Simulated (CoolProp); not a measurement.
A closed Brayton cycle with carbon dioxide: compressor inlet 312.15 K and 9.4 MPa, high pressure 28 MPa, turbine inlet 805 K, compressor efficiency 0.8, turbine efficiency 0.9, recuperator effectiveness 0.9 (on enthalpy, no pinch check). Each further row changes one setting.

Values from CoolProp's reference Helmholtz-energy equation of state, Span 1996.

| case | thermal efficiency (%) | net work (kJ/kg) | compressor to turbine work | compressor exit (K) | turbine exit (K) |
|---|---|---|---|---|---|
| as stated | 34.5 | 104 | 0.25 | 352.3 | 676.2 |
| turbine inlet 755 K | 32.9 | ? | ? | 352.3 | 630.8 |
| compressor inlet 322.15 K | 32.7 | ? | ? | ? | 676.2 |
| high pressure 23.8 MPa | 32.9 | 92.3 | ? | 345.4 | ? |
| recuperator effectiveness 0.5 | ? | 104 | 0.25 | 352.3 | 676.2 |

### Question
Fill in the missing entries.

### Answer

- turbine inlet 755 K, net work (kJ/kg): 94.1
- turbine inlet 755 K, compressor to turbine work: 0.27
- compressor inlet 322.15 K, net work (kJ/kg): 87.0
- compressor inlet 322.15 K, compressor to turbine work: 0.37
- compressor inlet 322.15 K, compressor exit (K): 399.4
- high pressure 23.8 MPa, compressor to turbine work: 0.23
- high pressure 23.8 MPa, turbine exit (K): 694.9
- recuperator effectiveness 0.5, thermal efficiency (%): 22.7
